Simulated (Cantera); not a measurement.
Input: 1 mol CaCO3, 0.033 mol CO2, 2.6 mol H2O, at 698.15 K and 9100 Pa.

Method: chemical equilibrium by Gibbs-energy minimisation in Cantera with the NASA 1993 tables (ideal gas, pure condensed phases). Candidate condensed phases: C, C6H6, C7H8, C8H18, Ca, CaCO3, CaO, Ca(OH)2, H2O; 115 gas species. Rates play no part.

Base state: H2O 0.987, CO2 0.0125 (mole fractions); condensed: CaCO3(calcite).

Q: What changes in the equilibrium state with this change: temperature from 698.15 K to 1948.15 K?

A: 
```json
[
 {"species": "H2O", "before": "0.987", "after": "0.702"},
 {"species": "CO2", "before": "0.0125", "after": "0.273"},
 {"species": "CO", "before": "<1e-9", "after": "0.00939"},
 {"species": "Ca(OH)2", "before": "<1e-9", "after": "4.73e-5"},
 {"species": "O2", "before": "<1e-9", "after": "0.00665"},
 {"species": "H2", "before": "<1e-9", "after": "0.00551"},
 {"species": "OH", "before": "<1e-9", "after": "0.00321"},
 {"species": "H", "before": "<1e-9", "after": "0.000278"},
 {"species": "CaCO3(calcite), mol", "before": "1.00", "after": "0"},
 {"species": "CaO(s), mol", "before": "0", "after": "1.000"}
]
```
